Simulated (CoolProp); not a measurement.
Properties of C3F8 (R218) along the isotherm 360.2 K (Tc = 345.0 K, pc = 2.640 MPa, ω = 0.317).

The numbers come from the reference Helmholtz-energy equation of state, Lemmon 2006 in CoolProp. It is a short technical equation, of lower accuracy than the large ones.

```tsv
p (MPa)	phase	Z	cv (kJ/(kg K))	Joule-Thomson coefficient (K/MPa)	expansivity (1/kK)	Prandtl number
0.0632	gas	0.9933	0.8343	6.883	2.843	0.753
0.0954	gas	0.9898	0.8348	6.923	2.879	0.753
0.144	gas	0.9845	0.8355	6.984	2.933	0.755
0.217	gas	0.9765	0.8366	7.078	3.019	0.756
0.328	gas	0.9642	0.8384	7.226	3.158	0.760
0.494	gas	0.9451	0.8411	7.460	3.388	0.765
0.746	gas	0.9150	0.8457	7.847	3.796	0.775
1.12	gas	0.8668	0.8534	8.504	4.581	0.795
1.7	gas	0.7822	0.8681	9.783	6.519	0.845
2.56	gas	0.6219	0.9003	12.42	14.11	1.05
3.86	supercritical	0.3149	0.9301	6.529	33.68	3.13
5.83	supercritical	0.3631	0.8921	1.548	8.729	2.99
8.79	supercritical	0.4929	0.8787	0.6015	5.071	3.16
13.3	supercritical	0.6905	0.8717	0.1860	3.500	3.39
20	supercritical	0.9730	0.8685	-0.04242	2.606	3.66
```

Viscosity comes from a separate model (Huber 2003), an estimate that may be off by 10 % or more. Thermal conductivity comes from a separate model (Huber 2003), an estimate that may be off by 10 % or more.
